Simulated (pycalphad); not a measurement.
Phase fractions of Si-69.7Sn (at.%)

Computed with pycalphad from the COST 507 light-alloy database (1999), at 1 atm. These are 1990s assessments: newer ones move some temperatures and phases. Phase fractions are per mole of atoms.

| T (°C) | LIQUID | DIAMOND_A4 |
|---|---|---|
| 1317 | 1.000 | - |
| 1237 | 0.848 | 0.152 |
| 1157 | 0.768 | 0.232 |
| 1077 | 0.736 | 0.264 |
| 997 | 0.719 | 0.281 |
| 917 | 0.709 | 0.291 |
| 837 | 0.703 | 0.297 |
| 757 | 0.700 | 0.300 |
| 677 | 0.698 | 0.302 |
| 597 | 0.698 | 0.302 |
| 517 | 0.697 | 0.303 |
| 437 | 0.697 | 0.303 |
| 357 | 0.697 | 0.303 |
| 277 | 0.697 | 0.303 |

DIAMOND_A4 is diamond (Si).
